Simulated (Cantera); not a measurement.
Feed: 1 mol Si3N4, 22 mol H2, 0.54 mol Cl2, 0.00044 mol HCl, at 23.0 Pa.

These are equilibrium values from Cantera (NASA tables, ideal gas, pure condensed phases), not measurements of a reactor. Candidate condensed phases: NH4Cl, Si, Si3N4; 28 gas species. Mutual solubility and eutectic melting of coexisting phases are not modelled. The tables' values for SiCl3 are old estimates; treat these amounts as uncertain. Rates play no part.

Task: At 1350 K, list the 5 most abundant gas species with their mole fractions, and the condensed phases.

Result: H2 0.949, HCl 0.0386, N2 0.00769, SiCl2 0.00442, H 0.000153. Condensed: Si(s) + Si3N4(s).
